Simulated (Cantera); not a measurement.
An adiabatic, constant-volume homogeneous reactor starts with 20.0 % CH4, 4.99 % H2, 21.2 % O2, 53.9 % N2, equivalence ratio 2.0, at 1698 K and 1.40 bar.

Computed with Cantera and GRI-Mech 3.0 (53 species, 325 reactions). Above 3000 K some thermodynamic fits are extrapolated.

Problem. Predict: time of steepest temperature rise; temperature at 1.00 s; equilibrium temperature; x(H2) at 1.00 s; x(O2) at 1.00 s; x(HCN) at 1.00 s.

Solution. 
```json
{
 "time_of_steepest_temperature_rise": "83.6 µs",
 "temperature at 1.00 s": "3005 K",
 "equilibrium_temperature": "3005 K",
 "x(H2) at 1.00 s": "0.190 (gas-phase equilibrium 0.190)",
 "x(O2) at 1.00 s": "0.000446 (gas-phase equilibrium 0.000446)",
 "x(HCN) at 1.00 s": "3.31e-7 (gas-phase equilibrium 3.31e-7)"
}
```
